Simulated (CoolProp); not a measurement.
Properties of dimethyl ether along the isotherm 384 K.

Computed with CoolProp (reference Helmholtz-energy equation of state, Wu 2011).

```
p (bar)   phase  density (kg/m³)  isothermal compressibility (1/MPa)  expansivity (1/kK)  fugacity coefficient
-------  ------  ---------------  ----------------------------------  ------------------  --------------------
0.253       gas           0.3658                               39.60               2.620                0.9981
0.576       gas           0.8348                               17.44               2.641                0.9956
1.31        gas            1.909                               7.712               2.689                0.9900
2.98        gas            4.402                               3.436               2.806                0.9773
6.79        gas            10.35                               1.560               3.107                0.9485
15.5        gas            25.70                              0.7518               4.073                0.8837
35.2        gas            80.07                              0.5552               12.24                0.7375
80       liquid            512.6                             0.01604               5.431                0.3938
```
